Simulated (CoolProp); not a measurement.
Vapour-liquid equilibrium of n-butane (1) + R113 (2) at 0.926 MPa; x and y are mole fractions of (1).

Model: multi-fluid Helmholtz-energy mixture model, Bücker 2006 and Marx 1992; pair parameters Bell 2016, in CoolProp.

```tsv
x	bubble temperature, mixture model (°C)	bubble temperature, Raoult's law (°C)	y, mixture model	y, Raoult's law
0.05	130.0	130.0	0.122	0.142
0.15	120.5	120.8	0.324	0.364
0.25	112.3	112.9	0.479	0.526
0.35	105.2	106.0	0.599	0.648
0.45	99.2	100.0	0.693	0.741
0.55	93.9	94.5	0.769	0.814
0.65	89.2	89.7	0.832	0.871
0.75	85.0	85.3	0.886	0.918
0.85	81.2	81.3	0.934	0.956
0.95	77.7	77.7	0.979	0.987
```

The largest gap from Raoult's law is -0.8 K in bubble temperature, at x = 0.45. No azeotrope shows between x = 0.05 and 0.95.

Pair parameters are fitted to limited data, so mixtures are less certain than the pure fluids.
